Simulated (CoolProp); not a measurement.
Vapour pressure (kPa) of sulfur hexafluoride: the reference equation beside estimates from Tc = 318.7 K, pc = 3755 kPa, ω = 0.210.

Model: reference Helmholtz-energy equation of state, Guder 2009, in CoolProp.

| T (K) | reference | van der Waals | Soave-Redlich-Kwong | Peng-Robinson |
|---|---|---|---|---|
| 229.5 | 295.4 | 868.1 | 301.1 | 299.3 |
| 232.7 | 334.9 | 929.9 | 341.5 | 339.1 |
| 235.9 | 378.4 | 994.5 | 385.8 | 382.7 |
| 239.1 | 425.9 | 1062 | 434.4 | 430.4 |
| 242.3 | 477.8 | 1132 | 487.4 | 482.5 |
| 245.6 | 536.1 | 1208 | 547.0 | 541.1 |
| 248.8 | 597.6 | 1284 | 609.8 | 602.9 |
| 252 | 664.2 | 1363 | 677.8 | 669.8 |
| 255.2 | 736.1 | 1445 | 751.3 | 742.2 |
| 258.4 | 813.7 | 1531 | 830.5 | 820.2 |
| 261.6 | 897.1 | 1619 | 915.7 | 904.2 |
| 264.8 | 986.7 | 1711 | 1007 | 994.5 |

Absolute difference from the reference over all 12 rows, mean and median: van der Waals 125.4 and 120.1 %, Soave-Redlich-Kwong 2.0 and 2.0 %, Peng-Robinson 1.0 and 0.9 %.
